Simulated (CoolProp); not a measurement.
o-xylene along the isobar 14000 kPa: Z from the reference equation and from simpler models built on Tc = 357.1 °C, pc = 3737 kPa, ω = 0.312; each cubic takes its own stable root.

Values from CoolProp's reference Helmholtz-energy equation of state, Zhou 2012.

```json
[
 {"T (°C)": "271.65", "phase": "liquid", "reference": "0.4884"},
 {"T (°C)": "277.05", "phase": "liquid", "reference": "0.4876"},
 {"T (°C)": "282.45", "phase": "liquid", "reference": "0.4869"},
 {"T (°C)": "287.75", "phase": "liquid", "reference": "0.4864"},
 {"T (°C)": "293.15", "phase": "liquid", "reference": "0.4860"},
 {"T (°C)": "298.55", "phase": "liquid", "reference": "0.4858"},
 {"T (°C)": "303.85", "phase": "liquid", "reference": "0.4857"},
 {"T (°C)": "309.25", "phase": "liquid", "reference": "0.4857"},
 {"T (°C)": "314.65", "phase": "liquid", "reference": "0.4859"},
 {"T (°C)": "320.05", "phase": "liquid", "reference": "0.4863"},
 {"T (°C)": "325.35", "phase": "liquid", "reference": "0.4868"},
 {"T (°C)": "330.75", "phase": "liquid", "reference": "0.4875"},
 {"T (°C)": "336.15", "phase": "liquid", "reference": "0.4884"},
 {"T (°C)": "341.45", "phase": "liquid", "reference": "0.4894"},
 {"T (°C)": "346.85", "phase": "liquid", "reference": "0.4906"}
]
```

How far does each simpler model (van der Waals, Soave-Redlich-Kwong, Peng-Robinson) lie from the reference over these 15 states: mean and median of the absolute difference, and the worst?


- van der Waals: mean 50.2 %, median 50.4 %, worst +54.2 % at 271.65 °C and 14000 kPa
- Soave-Redlich-Kwong: mean 12.7 %, median 12.7 %, worst +13.6 % at 346.85 °C and 14000 kPa
- Peng-Robinson: mean 0.7 %, median 0.6 %, worst +1.8 % at 346.85 °C and 14000 kPa
